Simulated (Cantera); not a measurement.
# Adiabatic ignition

An adiabatic, constant-volume homogeneous reactor starts with 11.7 % CH4, 0.808 % C2H6, 16.4 % O2, 61.7 % N2, 9.37 % H2O, equivalence ratio 1.6, at 1198 K and 3530 Torr.

Cantera simulation using GRI-Mech 3.0 (53 species, 325 reactions); the numbers are that mechanism's predictions, not measurements.

| t (s) | T (K) | P (bar) | x CH4 | x C2H6 | x O2 | x O | x HCO |
|---|---|---|---|---|---|---|---|
| 3.00e-6 | 1198 | 4.70 | 0.117 | 0.00808 | 0.164 | 1.04e-11 | <1e-12 |
| 6.31e-6 | 1198 | 4.70 | 0.117 | 0.00808 | 0.164 | 2.10e-11 | <1e-12 |
| 1.33e-5 | 1198 | 4.70 | 0.117 | 0.00808 | 0.164 | 4.30e-11 | <1e-12 |
| 2.79e-5 | 1198 | 4.70 | 0.117 | 0.00808 | 0.164 | 8.89e-11 | <1e-12 |
| 5.88e-5 | 1198 | 4.70 | 0.117 | 0.00808 | 0.164 | 1.88e-10 | <1e-12 |
| 0.000124 | 1198 | 4.70 | 0.117 | 0.00808 | 0.164 | 4.44e-10 | <1e-12 |
| 0.000260 | 1198 | 4.70 | 0.117 | 0.00807 | 0.164 | 1.42e-9 | 6.95e-12 |
| 0.000548 | 1198 | 4.70 | 0.117 | 0.00803 | 0.164 | 5.29e-9 | 1.22e-10 |
| 0.00115 | 1201 | 4.71 | 0.117 | 0.00787 | 0.163 | 1.19e-8 | 1.20e-9 |
| 0.00242 | 1232 | 4.84 | 0.112 | 0.00691 | 0.159 | 8.62e-8 | 3.41e-8 |
| 0.00510 | 2692 | 11.7 | 6.04e-11 | <1e-12 | 0.000106 | 0.000106 | 5.46e-7 |
| 0.0107 | 2692 | 11.7 | 6.04e-11 | <1e-12 | 0.000106 | 0.000106 | 5.46e-7 |
| 0.0226 | 2692 | 11.7 | 6.04e-11 | <1e-12 | 0.000106 | 0.000106 | 5.46e-7 |
| 0.0475 | 2692 | 11.7 | 6.04e-11 | <1e-12 | 0.000106 | 0.000106 | 5.46e-7 |
| 0.100 | 2692 | 11.7 | 6.04e-11 | <1e-12 | 0.000106 | 0.000106 | 5.46e-7 |
x: mole fraction; the columns are a selection and need not sum to one.

| Item | Result |
|---|---|
| time of steepest temperature rise | 3.02 ms |
| temperature at 0.100 s | 2692 K |
| equilibrium temperature | 2692 K |
| x(CH4) at 0.100 s | 6.04e-11 (gas-phase equilibrium 6.85e-11) |
| x(C2H6) at 0.100 s | <1e-12 (gas-phase equilibrium <1e-12) |
| x(O2) at 0.100 s | 0.000106 (gas-phase equilibrium 0.000106) |
